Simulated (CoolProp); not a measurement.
Vapour-liquid equilibrium of carbon dioxide (1) + n-pentane (2) at 261.8 K; x and y are mole fractions of (1).

Computed with CoolProp (multi-fluid Helmholtz-energy mixture model, Span 1996 and Thol 2019; pair parameters Kunz 2012).

| x | bubble pressure (kPa) | y at the bubble point | dew pressure at overall composition x (kPa) | liquid density (mol/L) |
|---|---|---|---|---|
| 0.05 | 182.8 | 0.922 | (withheld) | 9.374 |
| 0.2 | (withheld) | 0.980 | (withheld) | 10.33 |
| 0.35 | 1214 | 0.988 | (withheld) | 11.50 |
| 0.5 | 1539 | 0.990 | 28.48 | 12.97 |
| 0.65 | (withheld) | 0.992 | 40.70 | (withheld) |
| 0.8 | 2016 | 0.994 | 71.28 | 17.38 |
| 0.95 | (withheld) | 0.998 | 288.0 | 20.95 |

**Question.** What belongs in the gaps?

**Answer.** 
- 0.05, dew pressure at overall composition x (kPa): 14.96
- 0.2, bubble pressure (kPa): 736.7
- 0.2, dew pressure at overall composition x (kPa): 17.78
- 0.35, dew pressure at overall composition x (kPa): 21.90
- 0.65, bubble pressure (kPa): 1769
- 0.65, liquid density (mol/L): 14.85
- 0.95, bubble pressure (kPa): 2385

No azeotrope shows between x = 0.05 and 0.95.

Pair parameters are fitted to limited data, so mixtures are less certain than the pure fluids. The gap from Raoult's law changes sign with composition, which may be real or a fault of the pair parameters; it wasn't checked against measurements.
